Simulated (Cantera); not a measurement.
A Cantera script and what it prints.

```python
import numpy as np
import cantera as ct

gas_names = """
    Cu CuF CuF2 CuO Cu2 F FO FO2 F2 F2O H HF HOF HO2 H2 H2F2 H2O H2O2 H3F3 H4F4 H5F5 H6F6 H7F7 O OH O2
    O3
""".split()
cond_names = """
    Cu(cr) Cu(L) CuF2(s) CuF2(L) CuO(s) CuO2H2(s) Cu2O(s) Cu2O(L) H2O(s) H2O(L)
""".split()


# ... load() reads the species with a 1 bar reference pressure and builds the phases ...
atoms = {
    'CuF2': {'Cu': 1, 'F': 2},
    'H2O': {'H': 2, 'O': 1},
    'H2': {'H': 2},
}
top_T = {'CuO(s)': 1390}  # K; cautious upper limits of use, not melting points


# ... equilibrate(T, P, feed) seeds the gas with the atoms and calls Mixture.equilibrate('TP', solver="vcs", rtol=1e-11, max_steps=5000) ...
results = []
feed = {'CuF2': 1, 'H2O': 1.2, 'H2': 2.9}  # mol
P = 133.322  # Pa
for T in [848, 948, 1048, 1148, 1248, 1348, 1448, 1548, 1648, 1748, 1848, 1948, 2048, 2148]:
    mix = equilibrate(T, P, feed)
    results.append((T, P, feed, dict(zip(mix.species_names, mix.species_moles))))

top = {s: max(r[3][s] / sum(r[3][g] for g in gas_names) for r in results) for s in gas_names}
cols = sorted((s for s in top if top[s] > 1e-05), key=lambda s: -top[s])[:8]
seen = [c for c in cond_names if any(r[3].get(c, 0) > 1e-12 for r in results)]
print("log10 of partial pressures in bar; condensed amounts in mol")
print(f"{'T/K':>10s}" + "".join(f"{s[:9]:>10s}" for s in cols + seen))
for T, P, feed, n in results:
    ng = sum(n[g] for g in gas_names)
    print(f"{T:10.4g}" + "".join(f"{np.log10(max(n[s] / ng * P / 1e5, 1e-99)):10.3f}" for s in cols)
          + "".join(f"{n.get(c, 0):10.4g}" for c in seen))
```

It prints:

```
log10 of partial pressures in bar; condensed amounts in mol
       T/K        HF        H2       H2O        Cu         H        OH       CuF         O    Cu(cr)     Cu(L)
       848    -3.282    -3.304    -3.503   -13.934   -12.373   -15.829   -13.315   -24.740         1         0
       948    -3.282    -3.304    -3.503   -11.763   -10.932   -13.971   -11.645   -21.495         1         0
      1048    -3.282    -3.304    -3.503   -10.009    -9.764   -12.465   -10.297   -18.864         1         0
      1148    -3.282    -3.304    -3.503    -8.565    -8.797   -11.220    -9.187   -16.687         1         0
      1248    -3.282    -3.304    -3.504    -7.356    -7.983   -10.173    -8.258   -14.855    0.9998         0
      1348    -3.282    -3.304    -3.504    -6.329    -7.288    -9.280    -7.469   -13.293    0.9981         0
      1448    -3.283    -3.305    -3.505    -5.479    -6.688    -8.511    -6.824   -11.945         0    0.9867
      1548    -3.288    -3.310    -3.510    -4.745    -6.167    -7.842    -6.271   -10.770         0    0.9281
      1648    -3.310    -3.331    -3.531    -4.102    -5.716    -7.263    -5.796    -9.736         0    0.6712
      1748    -3.363    -3.383    -3.582    -3.668    -5.332    -6.766    -5.526    -8.819         0         0
      1848    -3.363    -3.387    -3.584    -3.667    -4.969    -6.299    -5.646    -7.998         0         0
      1948    -3.365    -3.396    -3.587    -3.668    -4.645    -5.880    -5.755    -7.259         0         0
      2048    -3.368    -3.410    -3.595    -3.671    -4.355    -5.503    -5.854    -6.589         0         0
      2148    -3.375    -3.435    -3.611    -3.677    -4.098    -5.164    -5.945    -5.978         0         0
```

Cantera equilibrium calculation (NASA polynomials, part measured and part estimated; ideal gas, pure solids and liquids).
